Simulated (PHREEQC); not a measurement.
Solution (20 °C): 4.2 mmol/kgw MgBr2 and 0.27 mmol/kgw HF. Closed to the air; pH follows from the charge balance.

Equilibrium calculation in PHREEQC: ion-association model, wateq4f.dat.

This is a speciation only: nothing precipitates in the calculation.

Q: Predict the pH.

A: pH 3.69.

Q: In which forms is F present?

A: F- 71 %, HF 17 %, MgF+ 12 % of the F.

Species that the database lacks are ignored.
